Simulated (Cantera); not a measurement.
**Abatement and gas-phase synthesis: H2S + H2 + N2**

Charge: 1 mol H2S, 1.8 mol H2, 0.41 mol N2, held at 21.0 Pa.

Equilibrium computed with Cantera from the NASA thermochemical tables; the gas is ideal and each condensed phase is pure. Candidate condensed phases: S; 28 gas species. Ions and electrons are included (thermal ionisation). Kinetics and transport are ignored.

From 3000 K to 5000 K nothing is condensed.

```csv
T (K),log p H,log p S,log p N,log p N2,log p H2
3000,-3.78,-4.52,-7.31,-4.91,-5.95
3250,-3.78,-4.52,-6.67,-4.91,-6.57
3500,-3.78,-4.52,-6.12,-4.93,-7.10
3750,-3.78,-4.53,-5.65,-4.95,-7.56
4000,-3.78,-4.53,-5.26,-5.03,-7.97
4250,-3.79,-4.54,-4.97,-5.18,-8.33
4500,-3.79,-4.54,-4.78,-5.46,-8.66
4750,-3.80,-4.55,-4.69,-5.87,-8.96
5000,-3.80,-4.56,-4.65,-6.35,-9.22
```
log p: log10 of the partial pressure in bar; nothing condenses.
